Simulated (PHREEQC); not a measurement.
A column of 0.2 m (40 cells, dispersivity 0.016 m, 3600 s a shift, diffusion coefficient 3e-10 m²/s) holds 0.0016 eq of the database's cation exchanger X per kg of pore water, first in equilibrium with 1.2 mmol/kgw MgCl2, 24 mmol/kgw MgSO4 and 0.01 mmol/kgw HCl. It is flushed with 1.5 mmol/kgw KBr and 0.01 mmol/kgw HCl, at 25 °C. Values are for the last cell. CO2 from the air is kept out. Nothing may precipitate in this run.

Equilibrium calculation in PHREEQC: ion-association model, phreeqc.dat.

| pore volumes | Br in solution (mol/kgw) | K in solution (mol/kgw) | S in solution (mol/kgw) | Mg in solution (mol/kgw) | Cl in solution (mol/kgw) | KX on the exchanger (mol/kgw) | MgX2 on the exchanger (mol/kgw) |
|---|---|---|---|---|---|---|---|
| 0 | 0 | 0 | 0.0240 | 0.0252 | 0.00241 | 0 | 0.000800 |
| 0.1625 | 7.01e-11 | 3.67e-11 | 0.0240 | 0.0252 | 0.00241 | 1.15e-12 | 0.000800 |
| 0.4625 | 4.78e-5 | 3.86e-5 | 0.0232 | 0.0244 | 0.00233 | 1.22e-6 | 0.000799 |
| 0.6125 | 0.000207 | 0.000174 | 0.0207 | 0.0217 | 0.00208 | 5.81e-6 | 0.000797 |
| 0.7625 | 0.000456 | 0.000393 | 0.0167 | 0.0176 | 0.00168 | 1.44e-5 | 0.000793 |
| 1.062 | 0.000954 | 0.000834 | 0.00874 | 0.00924 | 0.000884 | 4.02e-5 | 0.000780 |
| 1.212 | 0.00113 | 0.000988 | 0.00589 | 0.00625 | 0.000599 | 5.63e-5 | 0.000772 |
| 1.363 | 0.00126 | 0.00109 | 0.00385 | 0.00412 | 0.000395 | 7.43e-5 | 0.000763 |
| 1.663 | 0.00140 | 0.00118 | 0.00155 | 0.00173 | 0.000165 | 0.000117 | 0.000741 |
| 1.812 | 0.00144 | 0.00120 | 0.000962 | 0.00113 | 0.000106 | 0.000143 | 0.000728 |
| 1.962 | 0.00146 | 0.00120 | 0.000593 | 0.000754 | 6.93e-5 | 0.000172 | 0.000714 |
| 2.263 | 0.00149 | 0.00120 | 0.000221 | 0.000373 | 3.21e-5 | 0.000235 | 0.000683 |
| 2.413 | 0.00149 | 0.00121 | 0.000134 | 0.000281 | 2.34e-5 | 0.000268 | 0.000666 |
| 2.562 | 0.00149 | 0.00122 | 8.13e-5 | 0.000221 | 1.81e-5 | 0.000300 | 0.000650 |
| 2.712 | 0.00150 | 0.00124 | 4.91e-5 | 0.000181 | 1.49e-5 | 0.000330 | 0.000635 |
| 3.013 | 0.00150 | 0.00127 | 1.78e-5 | 0.000133 | 1.18e-5 | 0.000387 | 0.000607 |
| 3.163 | 0.00150 | 0.00129 | 1.07e-5 | 0.000117 | 1.11e-5 | 0.000412 | 0.000594 |
| 3.312 | 0.00150 | 0.00130 | 6.42e-6 | 0.000105 | 1.06e-5 | 0.000436 | 0.000582 |
| 3.612 | 0.00150 | 0.00133 | 2.31e-6 | 8.73e-5 | 1.02e-5 | 0.000479 | 0.000560 |
| 3.763 | 0.00150 | 0.00134 | 1.39e-6 | 8.05e-5 | 1.01e-5 | 0.000499 | 0.000551 |
| 3.913 | 0.00150 | 0.00135 | 8.31e-7 | 7.47e-5 | 1.01e-5 | 0.000517 | 0.000541 |
| 4.213 | 0.00150 | 0.00137 | 2.98e-7 | 6.54e-5 | 1.00e-5 | 0.000551 | 0.000524 |
| 4.362 | 0.00150 | 0.00138 | 1.79e-7 | 6.15e-5 | 1.00e-5 | 0.000567 | 0.000516 |
| 4.513 | 0.00150 | 0.00138 | 1.07e-7 | 5.81e-5 | 1.00e-5 | 0.000582 | 0.000509 |
| 4.812 | 0.00150 | 0.00140 | 3.83e-8 | 5.23e-5 | 1.00e-5 | 0.000610 | 0.000495 |
| 4.963 | 0.00150 | 0.00140 | 2.30e-8 | 4.98e-5 | 1.00e-5 | 0.000623 | 0.000488 |

Complexes and solids missing from the database can't appear.
